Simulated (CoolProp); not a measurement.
n-hexane along the isotherm 546.8 K: density (kg/m³) from the reference equation and from simpler models built on Tc = 507.8 K, pc = 3044 kPa, ω = 0.300; each cubic takes its own stable root.

Computed with CoolProp (reference Helmholtz-energy equation of state, Thol 2019).

| p (kPa) | phase | reference |
|---|---|---|
| 24.1 | gas | 0.4578 |
| 45.6 | gas | 0.8679 |
| 86.5 | gas | 1.652 |
| 164 | gas | 3.155 |
| 311 | gas | 6.065 |
| 589 | gas | 11.80 |
| 1120 | gas | 23.74 |
| 2120 | gas | 51.08 |
| 4010 | supercritical | 146.7 |
| 7610 | supercritical | 359.3 |

**Question.** How far does each simpler model (ideal gas, van der Waals, Peng-Robinson) lie from the reference over these 10 states: mean and median of the absolute difference, and the worst?

**Answer.** 
- ideal gas: mean 15.1 %, median 4.1 %, worst -59.9 % at 546.8 K and 7610 kPa
- van der Waals: mean 4.1 %, median 0.3 %, worst -22.5 % at 546.8 K and 7610 kPa
- Peng-Robinson: mean 1.1 %, median 0.2 %, worst -6.6 % at 546.8 K and 7610 kPa
